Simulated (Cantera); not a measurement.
Charge: 1 mol Cr, 2.8 mol NH₃, 10 mol N₂O, equilibrated at 1598 K and 9.50 Pa.

These are equilibrium values from Cantera (NASA tables, ideal gas, pure condensed phases), not measurements of a reactor. Candidate condensed phases: Cr, CrN, Cr₂N, Cr₂O₃, H₂O; 29 gas species. Rates play no part.

Base state: N₂ 0.641, H₂O 0.235, O₂ 0.120, OH 0.00235, NO 0.00131, O 0.000503, H₂ 0.000451, H 0.000116 (mole fractions); condensed: Cr₂O₃(s).

Task: What changes in the equilibrium state with this change: NH₃ from 2.8 to 9.6 mol?

Result: 
```csv
species,before,after
N₂,0.641,0.506
H₂O,0.235,0.291
H₂,0.000451,0.201
O₂,0.120,9.27e-7
CrO₂,1.58e-5,8.31e-7
NO,0.00131,3.23e-6
O,0.000503,1.40e-6
H,0.000116,0.00245
"Cr₂O₃(s), mol",0.500,0.500
```
